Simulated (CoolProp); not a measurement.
Values from CoolProp's reference Helmholtz-energy equation of state, Schroeder 2014.

Problem. For ethanol, give the phase and the cp (kJ/(kg K)), conductivity (mW/(m K)) at 596.5 K and 346 kPa.

Solution. 
- 596.5 K and 346 kPa: gas; cp 2.37, conductivity 50.9

Thermal conductivity comes from a separate model (Assael 2013).
